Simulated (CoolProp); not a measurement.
Model: reference Helmholtz-energy equation of state, Gao 2022, in CoolProp.

### Question
For n-perfluorobutane, give the phase and the cp (kJ/(kg K)), cv (kJ/(kg K)) at 405.8 K and 0.011 MPa.

### Answer
- 405.8 K and 0.011 MPa: gas; cp 0.956, cv 0.921
